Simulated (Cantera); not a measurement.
A freely propagating, adiabatic, planar premixed flame of CH3OH : O2 : N2 = 1 : 1.88 : 7.05 (molar parts), equivalence ratio 0.80, unburnt at 400 K and 3.70 bar; mixture-averaged transport, grid criteria slope 0.08 and curve 0.16, no radiation.

Model: GRI-Mech 3.0 (53 species, 325 reactions), integrated in Cantera. GRI-Mech 3.0 was tuned for natural gas; its chemistry of methanol as a main component is partial and can be far from experiment. Burning velocities carry a grid error of a few per cent, more on coarse grids.

x: mole fraction of selected species; z is measured from the peak of heat release.

| z (mm) | T (K) | u (m/s) | x CH3OH | x O2 | x C2H4 | x CH4 | x H2 | x O |
|---|---|---|---|---|---|---|---|---|
| -0.492 | 400 | 0.290 | 0.101 | 0.189 | <1e-8 | 1.25e-8 | 0.000891 | <1e-8 |
| -0.328 | 405 | 0.293 | 0.100 | 0.188 | <1e-8 | 1.16e-7 | 0.00219 | <1e-8 |
| -0.246 | 421 | 0.305 | 0.0996 | 0.187 | <1e-8 | 4.67e-7 | 0.00361 | <1e-8 |
| -0.164 | 517 | 0.379 | 0.0946 | 0.178 | <1e-8 | 2.45e-6 | 0.00607 | <1e-8 |
| -0.0821 | 906 | 0.681 | 0.0673 | 0.144 | (withheld) | 1.04e-5 | 0.00935 | <1e-8 |
| -0.0410 | 1267 | 0.970 | 0.0354 | 0.110 | (withheld) | 1.80e-5 | 0.0110 | 9.45e-7 |
| 0 | 1657 | 1.29 | 0.00279 | 0.0725 | (withheld) | 2.06e-5 | 0.0102 | 0.000332 |
| 0.0410 | 1819 | 1.41 | 2.81e-6 | 0.0532 | <1e-8 | 1.72e-6 | 0.00525 | 0.00171 |
| 0.0821 | 1904 | 1.46 | <1e-8 | 0.0460 | <1e-8 | 4.22e-8 | 0.00370 | 0.00173 |
| 0.164 | 1993 | 1.52 | <1e-8 | 0.0409 | <1e-8 | <1e-8 | 0.00249 | 0.00114 |
| 0.328 | 2058 | 1.57 | <1e-8 | 0.0380 | <1e-8 | <1e-8 | 0.00127 | 0.000544 |
| 0.657 | 2090 | 1.59 | <1e-8 | 0.0368 | <1e-8 | <1e-8 | 0.000558 | 0.000237 |
| 1.31 | 2100 | 1.60 | <1e-8 | 0.0364 | <1e-8 | <1e-8 | 0.000340 | 0.000151 |

Question: What belongs in the gaps?

Answer: 
- -0.0821, x C2H4: 2.05e-8
- -0.0410, x C2H4: 4.24e-8
- 0, x C2H4: 5.60e-8
